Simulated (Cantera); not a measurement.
Mixture: CH₄ : H₂ : O₂ : N₂ = 1 : 0.85 : 2.5 : 9.4 (molar parts), at 670000 Pa, adiabatic and at constant pressure. Ignition delay is the time to a rise of 400 K.

Model: GRI-Mech 3.0 (53 species, 325 reactions), integrated in Cantera. Below about 1000 K GRI-Mech 3.0 lacks low-temperature oxidation paths.

Problem. What does this change do: constant volume in place of constant pressure?

Solution. 
| quantity | before | after |
|---|---|---|
| delay at 975 K | 27.2 ms | 25.5 ms |
| delay at 1025 K | 7.38 ms | 6.92 ms |
| delay at 1075 K | 2.18 ms | 2.02 ms |
| delay at 1125 K | 0.794 ms | 0.722 ms |
| delay at 1175 K | 0.379 ms | 0.338 ms |
| delay at 1225 K | 0.220 ms | 0.195 ms |
| apparent activation energy between 1125 and 1225 K | 150 kJ/mol | 150 kJ/mol |

Problem. What does this change do: pressure from 670000 Pa to 100000 Pa?

Solution. 
| quantity | before | after |
|---|---|---|
| delay at 975 K | 27.2 ms | 13.9 ms |
| delay at 1025 K | 7.38 ms | 6.35 ms |
| delay at 1075 K | 2.18 ms | 3.59 ms |
| delay at 1125 K | 0.794 ms | 2.19 ms |
| delay at 1175 K | 0.379 ms | 1.39 ms |
| delay at 1225 K | 0.220 ms | 0.910 ms |
| apparent activation energy between 1125 and 1225 K | 150 kJ/mol | 100 kJ/mol |
